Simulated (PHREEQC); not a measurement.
A made-up water analysis in mg/L, 25 °C, pH 7.39, pe -1.5: Na 9.8; K 2.04; Ca 12.5; Mg 4.15; Cl 7.37; S(6) as SO4 27.9; Alkalinity as HCO3 42.7; Br 1.5; B 0.064; Si as SiO2 2.51; Zn 0.339; Fe(2) 0.205.

Valence states are taken as typed.

All values are PHREEQC results (ion-association model, phreeqc.dat), not measurements.

Each row changes one thing in this solution. Precipitation was switched off in this run.

```json
[
 {"case": "as made", "HCO3- (mol/kgw)": "0.000691", "Ca+2 (mol/kgw)": "0.000300", "SO4-2 (mol/kgw)": "0.000273", "Mg+2 (mol/kgw)": "0.000163", "CO2 (mol/kgw)": "6.02e-5", "CaSO4 (mol/kgw)": "9.68e-6", "SI of Quartz (SiO2)": "-0.40", "SI of Siderite (FeCO3)": "-0.80"},
 {"case": "pH from 7.39 to 6.39 at the same alkalinity", "HCO3- (mol/kgw)": "0.000696", "Ca+2 (mol/kgw)": "0.000300", "SO4-2 (mol/kgw)": "0.000273", "Mg+2 (mol/kgw)": "0.000163", "CO2 (mol/kgw)": "0.000606", "CaSO4 (mol/kgw)": "9.68e-6", "SI of Quartz (SiO2)": "-0.40", "SI of Siderite (FeCO3)": "-1.79"},
 {"case": "Br from 1.5 to 3 mg/L", "HCO3- (mol/kgw)": "0.000691", "Ca+2 (mol/kgw)": "0.000300", "SO4-2 (mol/kgw)": "0.000273", "Mg+2 (mol/kgw)": "0.000163", "CO2 (mol/kgw)": "6.02e-5", "CaSO4 (mol/kgw)": "9.67e-6", "SI of Quartz (SiO2)": "-0.40", "SI of Siderite (FeCO3)": "-0.80"},
 {"case": "all concentrations times 2 at the same typed pH", "HCO3- (mol/kgw)": "0.00137", "Ca+2 (mol/kgw)": "0.000584", "SO4-2 (mol/kgw)": "___", "Mg+2 (mol/kgw)": "0.000315", "CO2 (mol/kgw)": "0.000117", "CaSO4 (mol/kgw)": "___", "SI of Quartz (SiO2)": "-0.10", "SI of Siderite (FeCO3)": "___"},
 {"case": "S(6) from 27.9 to 13.9 mg/L", "HCO3- (mol/kgw)": "0.000691", "Ca+2 (mol/kgw)": "0.000304", "SO4-2 (mol/kgw)": "0.000136", "Mg+2 (mol/kgw)": "0.000166", "CO2 (mol/kgw)": "6.03e-5", "CaSO4 (mol/kgw)": "___", "SI of Quartz (SiO2)": "-0.40", "SI of Siderite (FeCO3)": "___"}
]
```

### Question
What belongs in the gaps?

### Answer

- all concentrations times 2 at the same typed pH, SO4-2 (mol/kgw): 0.000525
- all concentrations times 2 at the same typed pH, CaSO4 (mol/kgw): 3.13e-5
- all concentrations times 2 at the same typed pH, SI of Siderite (FeCO3): -0.27
- S(6) from 27.9 to 13.9 mg/L, CaSO4 (mol/kgw): 5.00e-6
- S(6) from 27.9 to 13.9 mg/L, SI of Siderite (FeCO3): -0.79

The database's zinc carbonate complexes are estimates, stronger than later reviews accept.
